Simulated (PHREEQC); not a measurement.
## City or well water

Synthetic water in mg/L, 25 °C, pH 7.64, pe 10.4: Na 29.5; K 1.17; Ca 78.4; Mg 1.28; Cl 23.9; S(6) as SO4 53; Alkalinity as HCO3 210; F 0.123; Cd 0.0715; Cu(2) 0.535; Ni 0.0537; Br 0.432; Pb 0.15.

Valence states are taken as typed.

Equilibrium calculation in PHREEQC: ion-association model, wateq4f.dat.

Precipitation was switched off in this run.

Q: What ionic strength, charge-balance error does the model give?

A: ionic strength 0.00735 mol/kgw; charge-balance error 1.2 %.

Q: In which forms is Ni present?

A: NiCO3 95 %, Ni+2 2.9 %, Ni(CO3)2-2 1.5 %, NiHCO3+ 0.9 % of the Ni.

Examples of supersaturated solids here: Malachite, Otavite. Others may be too. Complexes and solids missing from the database can't appear. The database's constant for dissolved Cu(OH)2 is higher than later reviews accept. The database's nickel carbonate constants are estimates that later reviews lower a good deal.
